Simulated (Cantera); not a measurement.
Equilibrium for abatement and gas-phase synthesis: NF3 + H2O + N2

Feed: 1 mol NF3, 0.47 mol H2O, 26 mol N2, held at 1.33 mbar.

Cantera equilibrium calculation (NASA polynomials, part measured and part estimated; ideal gas, pure solids and liquids). Candidate condensed phases: H2O; 40 gas species. Rates play no part.

From 1600 °C to 2650 °C nothing is condensed.

```json
[
 {"T (°C)": "1600", "log p N2": "-2.93", "log p F": "-4.03", "log p HF": "-4.38", "log p O": "-6.14", "log p H": "-10.35", "log p O2": "-5.02", "log p NO": "-5.86", "log p N": "-11.36"},
 {"T (°C)": "1750", "log p N2": "-2.93", "log p F": "-4.03", "log p HF": "-4.38", "log p O": "-5.64", "log p H": "-9.13", "log p O2": "-5.08", "log p NO": "-5.70", "log p N": "-10.37"},
 {"T (°C)": "1900", "log p N2": "-2.93", "log p F": "-4.04", "log p HF": "-4.38", "log p O": "-5.24", "log p H": "-8.08", "log p O2": "-5.20", "log p NO": "-5.60", "log p N": "-9.51"},
 {"T (°C)": "2050", "log p N2": "-2.93", "log p F": "-4.04", "log p HF": "-4.38", "log p O": "-4.96", "log p H": "-7.16", "log p O2": "-5.43", "log p NO": "-5.57", "log p N": "-8.76"},
 {"T (°C)": "2200", "log p N2": "-2.93", "log p F": "-4.04", "log p HF": "-4.38", "log p O": "-4.81", "log p H": "-6.36", "log p O2": "-5.82", "log p NO": "-5.64", "log p N": "-8.11"},
 {"T (°C)": "2350", "log p N2": "-2.93", "log p F": "-4.03", "log p HF": "-4.40", "log p O": "-4.74", "log p H": "-5.67", "log p O2": "-6.30", "log p NO": "-5.78", "log p N": "-7.53"},
 {"T (°C)": "2500", "log p N2": "-2.93", "log p F": "-4.01", "log p HF": "-4.47", "log p O": "-4.72", "log p H": "-5.12", "log p O2": "-6.81", "log p NO": "-5.93", "log p N": "-7.01"},
 {"T (°C)": "2650", "log p N2": "-2.93", "log p F": "-3.97", "log p HF": "-4.63", "log p O": "-4.71", "log p H": "-4.75", "log p O2": "-7.29", "log p NO": "-6.08", "log p N": "-6.54"}
]
```
log p: log10 of the partial pressure in bar; nothing condenses.
